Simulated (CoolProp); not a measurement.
Saturation properties of 1,2-dichloroethane (Tc = 561.6 K, pc = 5.226 MPa, ω = 0.269).

The numbers come from the reference Helmholtz-energy equation of state, Thol 2015 in CoolProp.

```json
[
 {"T (K)": "344", "p (MPa)": "0.06699", "liquid density (kg/m³)": "1177", "vapour density (kg/m³)": "2.369"},
 {"T (K)": "355.9", "p (MPa)": "[?]", "liquid density (kg/m³)": "1158", "vapour density (kg/m³)": "3.409"},
 {"T (K)": "367.7", "p (MPa)": "0.1416", "liquid density (kg/m³)": "1139", "vapour density (kg/m³)": "4.764"},
 {"T (K)": "379.6", "p (MPa)": "0.1980", "liquid density (kg/m³)": "1119", "vapour density (kg/m³)": "6.523"},
 {"T (K)": "391.4", "p (MPa)": "0.2697", "liquid density (kg/m³)": "[?]", "vapour density (kg/m³)": "8.731"},
 {"T (K)": "403.3", "p (MPa)": "0.3609", "liquid density (kg/m³)": "1078", "vapour density (kg/m³)": "[?]"},
 {"T (K)": "415.1", "p (MPa)": "[?]", "liquid density (kg/m³)": "1056", "vapour density (kg/m³)": "14.91"},
 {"T (K)": "427", "p (MPa)": "0.6106", "liquid density (kg/m³)": "1033", "vapour density (kg/m³)": "19.10"},
 {"T (K)": "438.8", "p (MPa)": "0.7752", "liquid density (kg/m³)": "1010", "vapour density (kg/m³)": "24.15"},
 {"T (K)": "450.7", "p (MPa)": "0.9728", "liquid density (kg/m³)": "[?]", "vapour density (kg/m³)": "30.29"},
 {"T (K)": "462.5", "p (MPa)": "1.204", "liquid density (kg/m³)": "[?]", "vapour density (kg/m³)": "37.65"},
 {"T (K)": "474.4", "p (MPa)": "1.476", "liquid density (kg/m³)": "932.1", "vapour density (kg/m³)": "46.60"},
 {"T (K)": "486.2", "p (MPa)": "1.789", "liquid density (kg/m³)": "903.4", "vapour density (kg/m³)": "57.36"},
 {"T (K)": "498.1", "p (MPa)": "2.153", "liquid density (kg/m³)": "[?]", "vapour density (kg/m³)": "70.65"}
]
```

Task: Some entries are withheld; supply them.

Result: 
- 355.9, p (MPa): 0.09896
- 391.4, liquid density (kg/m³): 1099
- 403.3, vapour density (kg/m³): 11.51
- 415.1, p (MPa): 0.4728
- 450.7, liquid density (kg/m³): 985.1
- 462.5, liquid density (kg/m³): 959.4
- 498.1, liquid density (kg/m³): 872.2

It boils at 356.6 K under 1 atm.
